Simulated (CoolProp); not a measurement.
Ethanol at 449.38 K and 3.2 MPa flows at 0.29 m/s in a round tube of 6 mm bore and 45 µm roughness, fully developed (64/Re and Nu = 3.66 if laminar; Colebrook and Gnielinski if turbulent). Each further row changes one setting.

Values from CoolProp's reference Helmholtz-energy equation of state, Schroeder 2014.

```csv
case,Reynolds number,Darcy friction factor,pressure drop (Pa/m),heat-transfer coefficient (W/(m² K)),mass flow (kg/h)
as stated,?,0.0414,177,1450,18.0
velocity 0.58 m/s,16800,0.0383,?,2940,36.0
diameter 12 mm,16800,0.0334,?,?,72.1
```

Task: What belongs in the gaps?

Result: 
- as stated, Reynolds number: 8380
- velocity 0.58 m/s, pressure drop (Pa/m): 656
- diameter 12 mm, pressure drop (Pa/m): 71.4
- diameter 12 mm, heat-transfer coefficient (W/(m² K)): 1330

Viscosity comes from a separate model (Kiselev 2005). Thermal conductivity comes from a separate model (Assael 2013).
